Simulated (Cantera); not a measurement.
**Thermodynamics of silicon nitride deposition, feed SiHCl3 + N2**

A closed system holds: 1 mol SiHCl3, a varied amount of N2, at 802 °C and 0.100 bar.

Equilibrium computed with Cantera from the NASA thermochemical tables; the gas is ideal and each condensed phase is pure. Candidate condensed phases: NH4Cl, Si, Si3N4; 28 gas species. N2 is the only nitrogen source here; it is nearly inert below about 1500 K, so the nitride shown seldom forms there in practice. The tables' values for SiCl3 are old estimates; treat these amounts as uncertain. The numbers say what is thermodynamically allowed, not how fast it happens.

From 1.1 mol N2 to 68 mol N2 the condensed part is Si3N4(s). The main Si-bearing gas is SiCl4 throughout. The share of Si in condensed phases is highest at 68 mol N2 (47.7 %) and lowest at 1.1 mol N2 (41.3 %).

| n(N2) (mol) | log p N2 | log p HCl | log p SiCl4 | log p H2 | log p SiHCl3 | n Si3N4(s) |
|---|---|---|---|---|---|---|
| 1.1 | -1.43 | -1.53 | -1.58 | -2.12 | -4.07 | 0.138 |
| 1.6 | -1.32 | -1.60 | -1.68 | -2.25 | -4.23 | 0.140 |
| 2.5 | -1.22 | -1.70 | -1.81 | -2.42 | -4.43 | 0.143 |
| 3.7 | -1.15 | -1.81 | -1.94 | -2.59 | -4.62 | 0.146 |
| 5.7 | -1.10 | -1.94 | -2.09 | -2.79 | -4.85 | 0.148 |
| 8.6 | -1.07 | -2.08 | -2.25 | -3.00 | -5.08 | 0.150 |
| 13 | -1.05 | -2.23 | -2.42 | -3.23 | -5.32 | 0.152 |
| 20 | -1.03 | -2.39 | -2.60 | -3.47 | -5.58 | 0.154 |
| 30 | -1.02 | -2.55 | -2.77 | -3.70 | -5.82 | 0.156 |
| 45 | -1.01 | -2.71 | -2.94 | -3.94 | -6.07 | 0.158 |
| 68 | -1.01 | -2.88 | -3.12 | -4.19 | -6.33 | 0.159 |
log p: log10 of the partial pressure in bar; n: condensed amount in mol.
